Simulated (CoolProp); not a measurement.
Model: reference Helmholtz-energy equation of state, Thol 2017, in CoolProp.

Problem. Give the vapour pressure (kPa), enthalpy of vaporisation (kJ/kg), liquid cp (kJ/(kg K)), surface tension (mN/m) of saturated octamethyltrisiloxane (MDM) at 340.7, 409, 443.2 K.

Solution. 
```
T (K)  p (kPa)  enthalpy of vaporisation (kJ/kg)  liquid cp (kJ/(kg K))  surface tension (mN/m)
-----  -------  --------------------------------  ---------------------  ----------------------
340.7     5.23                               188                   1.89                    12.9
409       64.1                               160                   2.07                    7.53
443.2      157                               144                   2.16                    5.23
```

Surface tension comes from a separate correlation (Mulero 2014), older than this fluid's equation and unchecked against measurements.
